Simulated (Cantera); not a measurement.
An isothermal, constant-pressure homogeneous reactor starts with CO : O2 : H2O : N2 : CH4 = 0.012 : 0.04 : 0.00073 : 1 : 0.014 (molar parts), at 1400 K and 16000 Pa.

Cantera simulation using GRI-Mech 3.0 (53 species, 325 reactions); the numbers are that mechanism's predictions, not measurements. The temperature is held fixed by assumption; the heat of reaction is taken as removed at once.

x: mole fraction; the columns are a selection and need not sum to one.

| t (s) | x CO | x O2 | x H2O | x N2O | x HO2 | x NO | x H |
|---|---|---|---|---|---|---|---|
| 8.00e-5 | 0.0112 | 0.0375 | 0.000684 | <1e-12 | 7.08e-9 | <1e-12 | 1.48e-9 |
| 0.000259 | 0.0112 | 0.0375 | 0.000684 | <1e-12 | 2.16e-8 | <1e-12 | 1.66e-9 |
| 0.000837 | 0.0112 | 0.0375 | 0.000684 | <1e-12 | 5.78e-8 | <1e-12 | 2.02e-9 |
| 0.00270 | 0.0112 | 0.0375 | 0.000685 | 5.81e-12 | … | <1e-12 | … |
| 0.00875 | 0.0112 | 0.0375 | 0.000690 | 2.73e-11 | 1.26e-7 | <1e-12 | 9.39e-9 |
| 0.0283 | 0.0112 | 0.0374 | … | 1.82e-10 | … | <1e-12 | … |
| 0.0915 | 0.00206 | 0.00701 | 0.0252 | 2.28e-8 | 3.55e-7 | 9.34e-6 | 0.00108 |
| 0.296 | 0.000187 | 0.00574 | 0.0269 | 5.47e-8 | 1.26e-7 | 9.87e-6 | 2.41e-5 |
| 0.956 | 2.04e-5 | 0.00565 | 0.0270 | 6.49e-8 | 2.09e-8 | 9.90e-6 | 8.77e-7 |
| 3.09 | 3.13e-6 | 0.00565 | 0.0271 | 1.91e-8 | 3.92e-9 | 9.91e-6 | 5.57e-8 |
| 10.0 | 9.63e-7 | 0.00565 | 0.0271 | 4.45e-9 | 2.07e-9 | 9.91e-6 | 1.01e-8 |

### Question
What belongs in the gaps?

### Answer

- 0.00270, x HO2: 1.10e-7
- 0.00270, x H: 3.24e-9
- 0.0283, x H2O: 0.000793
- 0.0283, x HO2: 5.26e-7
- 0.0283, x H: 1.46e-7
